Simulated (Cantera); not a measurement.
A perfectly stirred reactor is fed with H2 : O2 : N2 = 1 : 0.385 : 1.12 (molar parts), equivalence ratio 1.3, at 1.00 bar; it is adiabatic with a 598 K inlet, and is followed from long to short residence time, starting on the burning branch (τ in s: 0.31, 0.11, 0.041, 0.015, 0.0055, 0.002, 0.00074, 0.00027, 0.0001, 3.6e-05).

Model: the H2/O2 subset of GRI-Mech 3.0, which has no nitrogen chemistry, integrated in Cantera.

### Question
What does this change do: N2 1.12 to 1.6 parts?

### Answer
| quantity | before | after |
|---|---|---|
| blow-out, bracketed by the residence times tried | burning at 36.0 µs, the shortest tried | burning at 36.0 µs, the shortest tried |
| x(H2) at τ = 0.310 s | 0.109 | 0.0876 |
| x(O2) at τ = 0.310 s | 0.00144 | 0.000246 |
| x(HO2) at τ = 0.310 s | 9.17e-7 | 1.36e-7 |
| x(H2O) at τ = 0.310 s | 0.341 | 0.290 |
| x(H2O2) at τ = 0.310 s | 1.24e-7 | 2.88e-8 |
| x(H2) at τ = 2.00 ms | 0.110 | 0.0877 |
| x(O2) at τ = 2.00 ms | 0.00288 | 0.00203 |
| x(HO2) at τ = 2.00 ms | 1.63e-6 | 1.11e-6 |
| x(H2O) at τ = 2.00 ms | 0.331 | 0.276 |
| x(H2O2) at τ = 2.00 ms | 1.61e-7 | 1.15e-7 |
